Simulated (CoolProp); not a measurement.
p-xylene at several states: density (kg/m³) from the reference equation and from simpler models built on Tc = 616.2 K, pc = 3.532 MPa, ω = 0.324; each cubic takes its own stable root.

The numbers come from the reference Helmholtz-energy equation of state, Zhou 2012 in CoolProp.

| T (K) | p (MPa) | phase | reference |
|---|---|---|---|
| 294.3 | 2.59 | liquid | 861.9 |
| 564.8 | 0.085 | gas | 1.945 |
| 513.1 | 7.43 | liquid | 662.1 |

Q: How far does each simpler model (van der Waals, Redlich-Kwong, Soave-Redlich-Kwong, Peng-Robinson) lie from the reference over these 3 states: mean and median of the absolute difference, and the worst?

A: 
- van der Waals: mean 27.4 %, median 38.6 %, worst -43.1 % at 294.3 K and 2.59 MPa
- Redlich-Kwong: mean 10.8 %, median 15.9 %, worst -16.3 % at 513.1 K and 7.43 MPa
- Soave-Redlich-Kwong: mean 8.9 %, median 12.9 %, worst -13.8 % at 294.3 K and 2.59 MPa
- Peng-Robinson: mean 1.7 %, median 1.8 %, worst -3.2 % at 294.3 K and 2.59 MPa
